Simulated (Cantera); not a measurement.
**Adiabatic ignition**

An adiabatic, constant-volume homogeneous reactor starts with 5.63 % CH4, 5.63 % CO, 18.1 % O2, 68.1 % N2, 2.59 % CO2, at 1775 K and 10.0 bar.

Detailed kinetics in Cantera: GRI-Mech 3.0 (53 species, 325 reactions). Above 3000 K some thermodynamic fits are extrapolated.

```csv
t (s),T (K),P (bar),x CH4,x CO,x O2,x OH,x CH2O,x H
5.00e-6,1776,10.0,0.0556,0.0562,0.180,5.61e-6,0.000153,1.75e-6
1.18e-5,1797,10.1,0.0512,0.0565,0.177,3.65e-5,0.00125,1.59e-5
2.79e-5,3059,17.4,<1e-12,0.0413,0.0533,0.0204,1.57e-9,0.00336
6.60e-5,3045,17.3,<1e-12,0.0411,0.0490,0.0195,1.56e-9,0.00323
0.000156,3034,17.2,<1e-12,0.0410,0.0458,0.0187,1.55e-9,0.00313
0.000368,3032,17.2,<1e-12,0.0410,0.0452,0.0186,1.55e-9,0.00312
0.000871,3032,17.2,<1e-12,0.0410,0.0452,0.0186,1.55e-9,0.00312
0.00206,3032,17.2,<1e-12,0.0410,0.0452,0.0186,1.55e-9,0.00312
0.00486,3032,17.2,<1e-12,0.0410,0.0452,0.0186,1.55e-9,0.00312
0.0115,3032,17.2,<1e-12,0.0410,0.0452,0.0186,1.55e-9,0.00312
0.0271,3032,17.2,<1e-12,0.0410,0.0452,0.0186,1.55e-9,0.00312
0.0641,3032,17.2,<1e-12,0.0410,0.0452,0.0186,1.55e-9,0.00312
0.152,3032,17.2,<1e-12,0.0410,0.0452,0.0186,1.55e-9,0.00312
0.358,3032,17.2,<1e-12,0.0410,0.0452,0.0186,1.55e-9,0.00312
0.846,3032,17.2,<1e-12,0.0410,0.0452,0.0186,1.55e-9,0.00312
2.00,3032,17.2,<1e-12,0.0410,0.0452,0.0186,1.55e-9,0.00312
```
x: mole fraction; the columns are a selection and need not sum to one.

| Quantity | Value |
|---|---|
| time of steepest temperature rise | 18.0 µs |
| temperature at 2.00 s | 3032 K |
| equilibrium temperature | 3032 K |
| x(CH4) at 2.00 s | <1e-12 (gas-phase equilibrium <1e-12) |
| x(CO) at 2.00 s | 0.0410 (gas-phase equilibrium 0.0410) |
| x(O2) at 2.00 s | 0.0452 (gas-phase equilibrium 0.0452) |
